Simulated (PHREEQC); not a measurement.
Dissolve 0.013 mol/kgw HF, 0.0024 mol/kgw (NH4)2SiF6, 0.062 mol/kgw HBF4 and 4.6e-05 mol/kgw H2SO4 at 20 °C. Closed to the air; pH follows from the charge balance.

Model: ion-association model, wateq4f.dat, run in PHREEQC.

The pH comes out as 1.28, the ionic strength is 0.0689 mol/kgw and the total alkalinity is -271 meq/kg.

```csv
species,molality,activity,log γ
H+,0.0617,0.0519,-0.075
BF4-,0.0599,0.0466,-0.109
HF,0.0154,0.0157,0.007
NH4+,0.00480,0.00386,-0.095
SiF6-2,0.00240,0.00102,-0.371
BF3OH-,0.00128,0.000993,-0.109
```

No solid was allowed to form. SiF6-2 is the database's only silicon fluoride. Real BF4- forms and hydrolyses slowly; the run takes it at equilibrium.
